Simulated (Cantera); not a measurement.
## Reactions in the system Cl-Cs-H

Standard-state values (1 bar) from the NASA 1993 polynomials, evaluated with Cantera. Values are per mole of reaction as written; species without (g) are pure solids or liquids, kept so even where they would boil at 1 bar.

H(g) + CsCl = HCl(g) + Cs

```csv
T (K),ΔH° (kJ),ΔS° (J/K),ΔG° (kJ),log10 K,condensed phases
698,127.7,49.2,93.4,-6.99,"CsCl(s), Cs(l)"
848,120.3,39.4,86.9,-5.35,"CsCl(s), Cs(l)"
998,99.7,17.0,82.7,-4.33,"CsCl(l), Cs(l)"
1148,94.4,12.1,80.6,-3.67,"CsCl(l), Cs(l)"
1298,89.6,8.1,79.1,-3.18,"CsCl(l), Cs(l)"
```
